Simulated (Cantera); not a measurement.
What does this Cantera script print?

```python
import numpy as np
import cantera as ct

gas_names = """
    AL ALCL ALCL2 ALCL3 ALH AL2 AL2CL6 CL CL2 H HCL H2
""".split()
cond_names = """
    AL(cr) AL(L) ALCL3(s) ALCL3(L)
""".split()


def load(file, names, dense=False):
    # The tables refer to 1 bar. Condensed volumes are neglected.
    table = {s.name: s for s in ct.Species.list_from_file(file)}
    out = []
    for n in names:
        d = dict(table[n].input_data)
        d["thermo"] = dict(d["thermo"], **{"reference-pressure": 1e5})
        if dense:
            d["equation-of-state"] = {"model": "constant-volume", "density": "1e6 g/cm^3"}
        out.append(ct.Species.from_dict(d))
    return out


gas = ct.Solution(thermo="ideal-gas", species=load("nasa_gas.yaml", gas_names))
cond = {s.name: ct.Solution(thermo="fixed-stoichiometry", species=[s], name=s.name)
        for s in load("nasa_condensed.yaml", cond_names, dense=True)}
atoms = {
    'Al': {'AL': 1},
    'HCl': {'H': 1, 'CL': 1},
    'H2': {'H': 2},
}
top_T = {}  # K; cautious upper limits of use, not melting points


def equilibrate(T, P, feed):
    n = {}
    for name, mol in feed.items():
        for a, k in atoms[name].items():
            n[a] = n.get(a, 0.0) + k * mol
    gas.TPX = T, P, n
    mass = sum(n.values()) * gas.mean_molecular_weight
    gas.equilibrate("TP")
    valid = [c for c in cond.values() if c.min_temp <= T <= top_T.get(c.name, c.max_temp)]
    mix = ct.Mixture([(gas, mass / gas.mean_molecular_weight)] + [(c, 0.0) for c in valid])
    mix.T, mix.P = T, P
    mix.equilibrate("TP", solver="vcs", rtol=1e-11, max_steps=5000)
    return mix


results = []
feed = {'Al': 1, 'HCl': 7.4, 'H2': 19}  # mol
P = 1000  # Pa
for T in [725, 825, 925, 1025, 1125, 1225, 1325, 1425, 1525, 1625, 1725, 1825]:
    mix = equilibrate(T, P, feed)
    results.append((T, P, feed, dict(zip(mix.species_names, mix.species_moles))))

top = {s: max(r[3][s] / sum(r[3][g] for g in gas_names) for r in results) for s in gas_names}
cols = sorted((s for s in top if top[s] > 0.0001), key=lambda s: -top[s])[:9]
seen = [c for c in cond_names if any(r[3].get(c, 0) > 1e-12 for r in results)]
print("log10 of partial pressures in bar; condensed amounts in mol")
print(f"{'T/K':>10s}" + "".join(f"{s[:9]:>10s}" for s in cols + seen))
for T, P, feed, n in results:
    ng = sum(n[g] for g in gas_names)
    print(f"{T:10.4g}" + "".join(f"{np.log10(max(n[s] / ng * P / 1e5, 1e-99)):10.3f}" for s in cols)
          + "".join(f"{n.get(c, 0):10.4g}" for c in seen))
```

It prints:

```
log10 of partial pressures in bar; condensed amounts in mol
       T/K        H2       HCL     ALCL3      ALCL     ALCL2         H        CL    AL2CL6
       725    -2.101    -2.770    -3.420   -17.082   -12.045   -14.081   -14.709    -5.512
       825    -2.102    -2.770    -3.414   -14.082   -10.221   -12.151   -12.811    -6.538
       925    -2.102    -2.770    -3.413   -11.743    -8.801   -10.635   -11.320    -7.339
      1025    -2.102    -2.770    -3.413    -9.868    -7.663    -9.412   -10.115    -7.975
      1125    -2.102    -2.770    -3.414    -8.331    -6.731    -8.403    -9.123    -8.491
      1225    -2.102    -2.770    -3.415    -7.050    -5.955    -7.557    -8.290    -8.919
      1325    -2.102    -2.768    -3.420    -5.974    -5.305    -6.837    -7.580    -9.286
      1425    -2.103    -2.762    -3.443    -5.080    -4.772    -6.218    -6.963    -9.633
      1525    -2.108    -2.742    -3.520    -4.394    -4.383    -5.680    -6.410   -10.044
      1625    -2.116    -2.707    -3.698    -3.947    -4.174    -5.210    -5.904   -10.623
      1725    -2.126    -2.672    -3.991    -3.698    -4.131    -4.794    -5.451   -11.402
      1825    -2.134    -2.651    -4.368    -3.572    -4.200    -4.423    -5.058   -12.326
```

These are equilibrium values from Cantera (NASA tables, ideal gas, pure condensed phases), not measurements of a reactor. The tables' values for AlCl2 are old estimates; treat these amounts as uncertain.
